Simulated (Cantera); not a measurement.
A closed system holds: 1 mol Si2Cl6, a varied amount of H2, equilibrated at 1023.15 K and 101000 Pa.

Equilibrium computed with Cantera from the NASA thermochemical tables; the gas is ideal and each condensed phase is pure. Candidate condensed phases: Si; 19 gas species. The feed counts by its element totals alone. Equilibrium is a limit: real reactors are often held back by kinetics, nucleation or transport.

Q: What share of the Si ends up in condensed phases as a function of n(H2) (mol), at 8.5, 12, 16, 22, 30, 41, 55, 76, 100, 140?

A: 
```csv
n(H2) (mol),Si condensed (%),as
8.5,18.9,Si(s)
12,18.7,Si(s)
16,18.6,Si(s)
22,18.6,Si(s)
30,18.8,Si(s)
41,19.1,Si(s)
55,19.7,Si(s)
76,20.7,Si(s)
100,21.8,Si(s)
140,23.7,Si(s)
```
